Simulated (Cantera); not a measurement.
# Thermodynamics of hydrogen reduction and annealing atmospheres, feed V₂O₃ + H₂

A closed system holds: 1 mol V₂O₃, a varied amount of H₂, held at 975 K and 113 Torr.

Equilibrium computed with Cantera from the NASA thermochemical tables; the gas is ideal and each condensed phase is pure. Candidate condensed phases: H₂O, V, VO, V₂O₃, V₂O₄, V₂O₅; 12 gas species. VO: taken at fixed stoichiometry. Condensed phases not in the tables: the oxides between V₂O₃ and V₂O₅ other than VO₂. Equilibrium is a limit: real reactors are often held back by kinetics, nucleation or transport.

```csv
n(H₂) (mol),x H₂,x H₂O,x H,n V₂O₃(s),n VO(s)
0.31,1.000,3.95e-5,2.95e-9,1.000,0
0.52,1.000,3.95e-5,2.95e-9,1.000,0
0.72,1.000,3.95e-5,2.95e-9,1.000,0
0.93,1.000,3.95e-5,2.95e-9,1.000,0
1.1,1.000,3.95e-5,2.95e-9,1.000,0
1.3,1.000,3.95e-5,2.95e-9,1.000,0
1.6,1.000,3.95e-5,2.95e-9,1.000,0
1.8,1.000,3.95e-5,2.95e-9,1.000,0
2,1.000,3.95e-5,2.95e-9,1.000,0
2.2,1.000,3.95e-5,2.95e-9,1.000,0
2.4,1.000,3.95e-5,2.95e-9,1.000,0
2.6,1.000,3.95e-5,2.95e-9,1.000,0.000206
```
x: gas mole fraction; n: condensed amount in mol.

From 0.31 mol H₂ to 2.4 mol H₂ the condensed part is V₂O₃(s). At 2.6 mol H₂ the condensed part is VO(s) + V₂O₃(s).
